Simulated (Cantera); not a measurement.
Charge: 1 mol Cu2O, 20 mol H2, equilibrated at 1.33 mbar.

Equilibrium computed with Cantera from the NASA thermochemical tables; the gas is ideal and each condensed phase is pure. Candidate condensed phases: Cu, CuO, Cu(OH)2, Cu2O, H2O; 12 gas species. The numbers say what is thermodynamically allowed, not how fast it happens.

Q: Which condensed phases are stable at each of these points (T (°C)): 1025, 1075, 1125, 1175, 1225, 1275, 1325, 1375, 1425?

A: 
| T (°C) | condensed phases | Cu condensed (%) |
|---|---|---|
| 1025 | Cu(s) | 99.9 |
| 1075 | Cu(s) | 99.6 |
| 1125 | Cu(l) | 99.0 |
| 1175 | Cu(l) | 97.5 |
| 1225 | Cu(l) | 94.0 |
| 1275 | Cu(l) | 86.3 |
| 1325 | Cu(l) | 70.1 |
| 1375 | Cu(l) | 36.8 |
| 1425 | gas only | 0.0 |

From 1025 °C to 1075 °C the condensed part is Cu(s). From 1125 °C to 1375 °C the condensed part is Cu(l). At 1425 °C nothing is condensed.
